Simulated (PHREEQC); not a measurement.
Consider water at 25 °C with 0.33 mol MgSO4 and 4.5 mol NaCl per kg of water. Closed to the air; pH follows from the charge balance.

All values are PHREEQC results (Pitzer model, pitzer.dat), not measurements.

### Question
The ionic strength comes out as 5.82 mol/kgw. What activity coefficients do Na+, Cl-, MgOH+, Mg+2, SO4-2 get?

### Answer
Na+ 1.3, Cl- 0.61, MgOH+ 0.66, Mg+2 2.2, SO4-2 0.0087. Single-ion values are on the MacInnes scale.

Precipitation was switched off in this run.
